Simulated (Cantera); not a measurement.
An adiabatic, constant-volume homogeneous reactor starts with CH4 : O2 : N2 = 1 : 2.99 : 29 (molar parts), equivalence ratio 0.67, at 1600 K and 13.0 bar.

Cantera simulation using GRI-Mech 3.0 (53 species, 325 reactions); the numbers are that mechanism's predictions, not measurements. The pressure lies above the range GRI-Mech 3.0 was tuned for (to about 10 atm).

x: mole fraction; the columns are a selection and need not sum to one.

```json
[
 {"t (s)": "5.00e-6", "T (K)": "1600", "P (bar)": "13.0", "x CH4": "0.0303", "x O2": "0.0906", "x NO": "<1e-12", "x CH2": "2.34e-11", "x OH": "9.36e-8", "x HO2": "1.95e-6", "x NO2": "<1e-12"},
 {"t (s)": "1.39e-5", "T (K)": "1600", "P (bar)": "13.0", "x CH4": "0.0303", "x O2": "0.0906", "x NO": "<1e-12", "x CH2": "3.03e-10", "x OH": "3.00e-7", "x HO2": "3.63e-6", "x NO2": "<1e-12"},
 {"t (s)": "3.87e-5", "T (K)": "1602", "P (bar)": "13.0", "x CH4": "0.0298", "x O2": "0.0904", "x NO": "7.68e-12", "x CH2": "3.47e-9", "x OH": "1.15e-6", "x HO2": "8.09e-6", "x NO2": "<1e-12"},
 {"t (s)": "0.000108", "T (K)": "1674", "P (bar)": "13.6", "x CH4": "(withheld)", "x O2": "(withheld)", "x NO": "(withheld)", "x CH2": "(withheld)", "x OH": "(withheld)", "x HO2": "(withheld)", "x NO2": "7.05e-11"},
 {"t (s)": "0.000300", "T (K)": "2405", "P (bar)": "19.6", "x CH4": "<1e-12", "x O2": "0.0297", "x NO": "0.000239", "x CH2": "<1e-12", "x OH": "0.00239", "x HO2": "4.12e-6", "x NO2": "3.90e-7"},
 {"t (s)": "0.000834", "T (K)": "2404", "P (bar)": "19.6", "x CH4": "<1e-12", "x O2": "0.0294", "x NO": "0.000770", "x CH2": "<1e-12", "x OH": "0.00237", "x HO2": "4.08e-6", "x NO2": "1.26e-6"},
 {"t (s)": "0.00232", "T (K)": "2400", "P (bar)": "19.5", "x CH4": "<1e-12", "x O2": "0.0288", "x NO": "0.00204", "x CH2": "<1e-12", "x OH": "0.00233", "x HO2": "3.97e-6", "x NO2": "3.30e-6"},
 {"t (s)": "0.00646", "T (K)": "2394", "P (bar)": "19.5", "x CH4": "<1e-12", "x O2": "0.0276", "x NO": "0.00434", "x CH2": "<1e-12", "x OH": "0.00226", "x HO2": "3.78e-6", "x NO2": "6.93e-6"},
 {"t (s)": "0.0180", "T (K)": "2388", "P (bar)": "19.4", "x CH4": "<1e-12", "x O2": "0.0266", "x NO": "0.00650", "x CH2": "<1e-12", "x OH": "0.00220", "x HO2": "3.61e-6", "x NO2": "1.02e-5"},
 {"t (s)": "0.0500", "T (K)": "2387", "P (bar)": "19.4", "x CH4": "<1e-12", "x O2": "0.0263", "x NO": "0.00698", "x CH2": "<1e-12", "x OH": "0.00218", "x HO2": "3.57e-6", "x NO2": "1.09e-5"},
 {"t (s)": "0.139", "T (K)": "2387", "P (bar)": "19.4", "x CH4": "<1e-12", "x O2": "0.0263", "x NO": "0.00699", "x CH2": "<1e-12", "x OH": "0.00218", "x HO2": "3.57e-6", "x NO2": "1.10e-5"},
 {"t (s)": "0.387", "T (K)": "2387", "P (bar)": "19.4", "x CH4": "<1e-12", "x O2": "0.0263", "x NO": "0.00699", "x CH2": "<1e-12", "x OH": "0.00218", "x HO2": "3.57e-6", "x NO2": "1.10e-5"},
 {"t (s)": "1.08", "T (K)": "2387", "P (bar)": "19.4", "x CH4": "<1e-12", "x O2": "0.0263", "x NO": "0.00699", "x CH2": "<1e-12", "x OH": "0.00218", "x HO2": "3.57e-6", "x NO2": "1.10e-5"},
 {"t (s)": "3.00", "T (K)": "2387", "P (bar)": "19.4", "x CH4": "<1e-12", "x O2": "0.0263", "x NO": "0.00699", "x CH2": "<1e-12", "x OH": "0.00218", "x HO2": "3.57e-6", "x NO2": "1.10e-5"}
]
```

Q: Some entries are withheld; supply them.

A: 
- 0.000108, x CH4: 0.0206
- 0.000108, x O2: 0.0828
- 0.000108, x NO: 1.24e-9
- 0.000108, x CH2: 4.59e-7
- 0.000108, x OH: 3.64e-5
- 0.000108, x HO2: 0.000104
